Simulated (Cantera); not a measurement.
Feed: 1 mol CF4, 0.43 mol CH4, at 2277 °C and 0.000440 bar.

Equilibrium computed with Cantera from the NASA thermochemical tables; the gas is ideal and each condensed phase is pure. Candidate condensed phases: C, C6H6, C7H8, C8H18; 95 gas species. Equilibrium is a limit: real reactors are often held back by kinetics, nucleation or transport.

Base state: F 0.535, HF 0.427, CF 0.0203, CF2 0.0102, H 0.00419, C3 0.00242, C 0.000742, C2 0.000225 (mole fractions); condensed: C(graphite).

Question: What changes in the equilibrium state with this change: CF4 replaced by CH3F?

Answer: 
```csv
species,before,after
H,0.00419,0.591
HF,0.427,0.242
H2,7.93e-6,0.158
F,0.535,0.00215
CF2,0.0102,1.64e-7
CF,0.0203,8.17e-5
C2H2 (acetylene),1.06e-7,0.00210
C4H2,<1e-9,1.16e-5
C2H,4.44e-6,0.000626
"C(graphite), mol",1.27,1.37
```

Question: What changes in the equilibrium state with this change: temperature from 2277 °C to 900 °C?

Answer: 
```tsv
species	before	after
HF	0.427	0.751
CF4	3.05e-7	0.249
CF2	0.0102	1.92e-6
F	0.535	3.89e-7
CF	0.0203	<1e-9
H	0.00419	<1e-9
C3	0.00242	<1e-9
C	0.000742	<1e-9
C(graphite), mol	1.27	0.860
```
Gases not in the tables: C2F6 and larger saturated fluorocarbons.
